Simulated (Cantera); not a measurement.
Cantera run, input and output.

```python
import numpy as np
import cantera as ct

surf = ct.Interface("diamond.yaml", "diamond_100")
gas, bulk = surf.adjacent["gas"], surf.adjacent["diamond"]
k = surf.kinetics_species_index(bulk.species_names[0])
cover = ["c6HH", "c6H*", "c6*H", "c6**", "c6HM", "c6B"]

rows, drift = [], 0.0
print(f"{'P':>10s}{'um/h':>11s}" + "".join(f"{s:>11s}" for s in cover))
for v in [1400, 2100, 3100, 4700, 7000, 11000, 16000, 24000]:
    T, P, xH, xCH3 = 1025, v, 0.00038, 5.6e-05
    gas.TPX = T, P, {"H": xH, "CH3": xCH3, "CH4": 0.0066, "H2": 1 - xH - xCH3 - 0.0066}
    surf.TP = bulk.TP = T, P
    surf.coverages = "c6H*:0.1, c6HH:0.9"
    surf.advance_coverages(100.0)
    before = surf.coverages
    surf.advance_coverages(100.0)
    drift = max(drift, np.max(np.abs(surf.coverages - before) / (surf.coverages + 1e-9)))
    rate = surf.net_production_rates[k] * bulk.mean_molecular_weight / bulk.density * 3.6e9
    rows.append([rate, *surf[cover].coverages])
    print(f"{v:10.4g}{rate:11.4e}" + "".join(f"{x:11.3e}" for x in rows[-1][1:]))
```

Result:

```
         P       um/h       c6HH       c6H*       c6*H       c6**       c6HM        c6B
      1400 1.0262e-01  5.754e-01  1.961e-02  3.748e-01  8.645e-03  1.501e-02  2.785e-10
      2100 2.0048e-01  5.714e-01  1.946e-02  3.721e-01  8.581e-03  2.001e-02  5.440e-10
      3100 3.7123e-01  5.670e-01  1.931e-02  3.690e-01  8.512e-03  2.549e-02  1.007e-09
      4700 6.9203e-01  5.620e-01  1.913e-02  3.656e-01  8.433e-03  3.168e-02  1.878e-09
      7000 1.2109e+00  5.573e-01  1.897e-02  3.625e-01  8.360e-03  3.749e-02  3.286e-09
   1.1e+04 2.1910e+00  5.526e-01  1.880e-02  3.592e-01  8.285e-03  4.339e-02  5.945e-09
   1.6e+04 3.4773e+00  5.493e-01  1.868e-02  3.570e-01  8.234e-03  4.749e-02  9.436e-09
   2.4e+04 5.5916e+00  5.464e-01  1.859e-02  3.550e-01  8.190e-03  5.102e-02  1.517e-08
```

Computed with Cantera and the Harris–Goodwin 1993 mechanism for the reconstructed diamond (100) surface.
